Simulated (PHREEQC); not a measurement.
A PHREEQC input (ion-association model, phreeqc.dat):

```
SOLUTION 1
  temp 6.3
  units mg/kgw
  pH 6.28
  pe 9.7
  Na 39.4
  K 205
  Ca 95.2
  Mg 2.7
  Cl 8.68
  S(6) 393 as SO4
  Alkalinity 236 as HCO3
  Zn 0.3
  O(0) 0.187
  B 0.128
END
USE solution 9
EQUILIBRIUM_PHASES 1
  Gypsum 0 0
  CO2(g) -2.5 10
END
```

It stops with these messages:

```
ERROR: Solution 9 not found.
```

The fault: USE names a solution that was never defined. The line should read `USE solution 1` where the input has `USE solution 9`. With the mend the run ends at pH 7.74 and ionic strength 0.0168 mol/kgw.
